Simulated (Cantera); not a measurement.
Charge: 1 mol SiO2, 1.5 mol C, 0.33 mol CO, at 195 Torr.

Cantera equilibrium calculation (NASA polynomials, part measured and part estimated; ideal gas, pure solids and liquids). Candidate condensed phases: C, Si, SiC, SiO2; 20 gas species. Mutual solubility and eutectic melting of coexisting phases are not modelled. Rates play no part.

Problem. Which condensed phases are stable at each of these points (T (K)): 1948, 1998, 2048, 2098, 2148, 2198, 2248, 2298, 2348, 2398, 2448, 2498, 2548?

Solution. 
```
T (K)  condensed phases  Si condensed (%)
-----  ----------------  ----------------
1948             SiC(s)              25.0
1998             SiC(s)              25.0
2048             SiC(s)              25.0
2098             SiC(s)              25.0
2148             SiC(s)              24.9
2198             SiC(s)              24.9
2248             SiC(s)              24.8
2298             SiC(s)              24.6
2348             SiC(s)              24.3
2398             SiC(s)              23.8
2448             SiC(s)              22.9
2498     Si(l) + SiC(s)              26.4
2548     Si(l) + SiC(s)              30.8
```

From 1948 K to 2448 K the condensed part is SiC(s). From 2498 K to 2548 K the condensed part is Si(l) + SiC(s).
